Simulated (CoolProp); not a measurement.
CH2F2 (R32) along the isobar 39.7 bar: density (kg/m³) from the reference equation and from simpler models built on Tc = 351.3 K, pc = 57.83 bar, ω = 0.277; each cubic takes its own stable root.

Computed with CoolProp (reference Helmholtz-energy equation of state, Tillner-Roth 1997).

```json
[
 {"T (K)": "234.9", "phase": "liquid", "reference": "1183", "van der Waals": "614.7", "Redlich-Kwong": "890.4", "Soave-Redlich-Kwong": "[?]", "Peng-Robinson": "1044"},
 {"T (K)": "241.4", "phase": "liquid", "reference": "[?]", "van der Waals": "606.2", "Redlich-Kwong": "875.2", "Soave-Redlich-Kwong": "909.8", "Peng-Robinson": "1028"},
 {"T (K)": "247.8", "phase": "liquid", "reference": "1146", "van der Waals": "597.4", "Redlich-Kwong": "859.7", "Soave-Redlich-Kwong": "895.1", "Peng-Robinson": "1012"},
 {"T (K)": "254.2", "phase": "liquid", "reference": "1127", "van der Waals": "588.3", "Redlich-Kwong": "843.5", "Soave-Redlich-Kwong": "879.6", "Peng-Robinson": "995.0"},
 {"T (K)": "260.7", "phase": "liquid", "reference": "1107", "van der Waals": "578.6", "Redlich-Kwong": "826.4", "Soave-Redlich-Kwong": "863.1", "Peng-Robinson": "976.7"},
 {"T (K)": "267.1", "phase": "liquid", "reference": "1087", "van der Waals": "568.6", "Redlich-Kwong": "808.8", "Soave-Redlich-Kwong": "845.9", "Peng-Robinson": "957.6"},
 {"T (K)": "273.5", "phase": "liquid", "reference": "1066", "van der Waals": "558.1", "Redlich-Kwong": "790.3", "Soave-Redlich-Kwong": "827.8", "Peng-Robinson": "937.3"},
 {"T (K)": "280", "phase": "liquid", "reference": "[?]", "van der Waals": "546.7", "Redlich-Kwong": "770.5", "Soave-Redlich-Kwong": "808.1", "Peng-Robinson": "915.3"},
 {"T (K)": "286.4", "phase": "liquid", "reference": "1020", "van der Waals": "[?]", "Redlich-Kwong": "749.8", "Soave-Redlich-Kwong": "[?]", "Peng-Robinson": "892.1"},
 {"T (K)": "292.8", "phase": "liquid", "reference": "996.3", "van der Waals": "521.8", "Redlich-Kwong": "727.8", "Soave-Redlich-Kwong": "[?]", "Peng-Robinson": "867.1"},
 {"T (K)": "299.3", "phase": "liquid", "reference": "970.3", "van der Waals": "507.4", "Redlich-Kwong": "703.7", "Soave-Redlich-Kwong": "[?]", "Peng-Robinson": "839.4"},
 {"T (K)": "305.7", "phase": "liquid", "reference": "942.7", "van der Waals": "491.6", "Redlich-Kwong": "677.9", "Soave-Redlich-Kwong": "714.9", "Peng-Robinson": "809.6"},
 {"T (K)": "312.2", "phase": "liquid", "reference": "912.1", "van der Waals": "473.2", "Redlich-Kwong": "648.9", "Soave-Redlich-Kwong": "685.4", "Peng-Robinson": "775.8"},
 {"T (K)": "318.6", "phase": "liquid", "reference": "878.3", "van der Waals": "[?]", "Redlich-Kwong": "616.4", "Soave-Redlich-Kwong": "652.4", "Peng-Robinson": "737.9"},
 {"T (K)": "325", "phase": "liquid", "reference": "839.3", "van der Waals": "119.1", "Redlich-Kwong": "577.7", "Soave-Redlich-Kwong": "613.8", "Peng-Robinson": "693.4"}
]
```

Problem. What belongs in the gaps?

Solution. 
- 234.9, Soave-Redlich-Kwong: 924.1
- 241.4, reference: 1164
- 280, reference: 1043
- 286.4, van der Waals: 534.7
- 286.4, Soave-Redlich-Kwong: 787.5
- 292.8, Soave-Redlich-Kwong: 765.4
- 299.3, Soave-Redlich-Kwong: 741.1
- 318.6, van der Waals: 451.2

At some of these states van der Waals gives the other phase, because its saturation line lies elsewhere.
